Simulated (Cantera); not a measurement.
Feed: 1 mol c-C₄F₈, 0.3 mol F₂, 0.5 mol H₂, 0.14 mol HCl, equilibrated at 750 Torr.

Cantera equilibrium calculation (NASA polynomials, part measured and part estimated; ideal gas, pure solids and liquids). Candidate condensed phases: C, C₆H₆, C₇H₈, C₈H₁₈; 118 gas species. The feed counts by its element totals alone. Gases not in the tables: C₂F₆ and larger saturated fluorocarbons. Equilibrium is a limit: real reactors are often held back by kinetics, nucleation or transport. All values below are at 1725 °C.

Base state: CF₄ 0.588, HF 0.358, Cl 0.0310, CF₂ 0.00841, HCl 0.00626, CClF₃ 0.00365, CF₃ 0.00192, Cl₂ 0.00180 (mole fractions); condensed: C(graphite).

Task: What changes in the equilibrium state with this change: c-C₄F₈ replaced by CH₃Cl?

Result: 
```csv
species,before,after
H₂,5.81e-8,0.407
HCl,0.00626,0.387
HF,0.358,0.204
CF₄,0.588,<1e-9
Cl,0.0310,0.000724
CF₂,0.00841,<1e-9
CClF₃,0.00365,<1e-9
CF₃,0.00192,<1e-9
"C(graphite), mol",2.11,0.998
```
